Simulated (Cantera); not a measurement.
A freely propagating, adiabatic, planar premixed flame of C₃H₈ : O₂ : N₂ : H₂O = 1 : 6.76 : 25.4 : 4.8 (molar parts), unburnt at 600 K and 0.570 bar; mixture-averaged transport, grid criteria slope 0.08 and curve 0.16, no radiation.

Detailed kinetics in Cantera: GRI-Mech 3.0 (53 species, 325 reactions). GRI-Mech 3.0 was tuned for natural gas; its chemistry of propane as a main component is partial and can be far from experiment. Burning velocities carry a grid error of a few per cent, more on coarse grids.

### Question
What does this change do: inlet temperature 600 to 650 K?

### Answer
| quantity | before | after |
|---|---|---|
| laminar burning velocity | 96.8 cm/s | 118 cm/s |
| thermal thickness | 0.667 mm | 0.632 mm |
| peak x(HCO) | 3.82e-5 | 4.31e-5 |
| peak x(CH₂) | 2.00e-5 | 2.28e-5 |
